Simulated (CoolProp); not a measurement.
R410A along the isobar 767 kPa: Z from the reference equation and from simpler models built on Tc = 71.3 °C, pc = 4901 kPa, ω = 0.296; each cubic takes its own stable root.

The numbers come from the reference Helmholtz-energy equation of state, Lemmon 2003 in CoolProp. It is a pseudo-pure fit of the blend.

| T (°C) | phase | reference |
|---|---|---|
| 15.55 | gas | 0.8775 |
| 34.75 | gas | 0.9065 |
| 53.95 | gas | 0.9264 |
| 73.15 | gas | 0.9410 |
| 92.35 | gas | 0.9519 |
| 111.55 | gas | 0.9603 |
| 130.75 | gas | 0.9670 |
| 150.05 | gas | 0.9724 |
| 169.25 | gas | 0.9767 |
| 188.45 | gas | 0.9803 |
| 207.65 | gas | 0.9833 |
| 226.85 | gas | 0.9859 |

Q: How far does each simpler model (Pitzer virial, van der Waals, Redlich-Kwong, Soave-Redlich-Kwong, Peng-Robinson) lie from the reference over these 12 states: mean and median of the absolute difference, and the worst?

A: 
- Pitzer virial: mean 0.6 %, median 0.3 %, worst +2.4 % at 15.55 °C and 767 kPa
- van der Waals: mean 1.2 %, median 0.4 %, worst +5.3 % at 15.55 °C and 767 kPa
- Redlich-Kwong: mean 0.7 %, median 0.3 %, worst +3.2 % at 15.55 °C and 767 kPa
- Soave-Redlich-Kwong: mean 0.6 %, median 0.3 %, worst +2.2 % at 15.55 °C and 767 kPa
- Peng-Robinson: mean 0.3 %, median 0.2 %, worst +1.4 % at 15.55 °C and 767 kPa
